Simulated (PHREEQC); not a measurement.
**Copper plating or etch bath: an equilibrium model**

Solution (25 °C): 0.048 mol/kgw CuCl2, 0.069 mol/kgw H2SO4 and 0.00028 mol/kgw NaCl. Closed to the air; pH follows from the charge balance.

The numbers come from PHREEQC with the ion-association model, phreeqc.dat.

This is a speciation only: nothing precipitates in the calculation.

Task: What pH, density, ionic strength does the model give?

Result: pH 1.12; density 1.007 g/cm³; ionic strength 0.219 mol/kgw.

Task: In which forms is S present?

Result: HSO4- 63 %, SO4-2 23 %, CuSO4 14 % of the S.
